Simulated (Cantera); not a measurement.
Input: 1 mol SiHCl₃, 14 mol NH₃, 0.24 mol H₂, held at 0.0133 bar.

Cantera equilibrium calculation (NASA polynomials, part measured and part estimated; ideal gas, pure solids and liquids). Candidate condensed phases: NH₄Cl, Si, Si₃N₄; 28 gas species. Gases not in the tables: Si₂H₆ and higher silanes. The numbers say what is thermodynamically allowed, not how fast it happens.

**Question.** Which condensed phases are stable at each of these points (T (K)): 1173, 1273, 1373, 1473, 1573, 1673, 1773, 1873?

**Answer.** 
```
T (K)  condensed phases  Si condensed (%)
-----  ----------------  ----------------
1173           Si₃N₄(s)              99.9
1273           Si₃N₄(s)              99.7
1373           Si₃N₄(s)              98.5
1473           Si₃N₄(s)              93.9
1573           Si₃N₄(s)              81.3
1673           Si₃N₄(s)              59.2
1773              Si(l)              43.7
1873              Si(l)              45.0
```

From 1173 K to 1673 K the condensed part is Si₃N₄(s). From 1773 K to 1873 K the condensed part is Si(l).
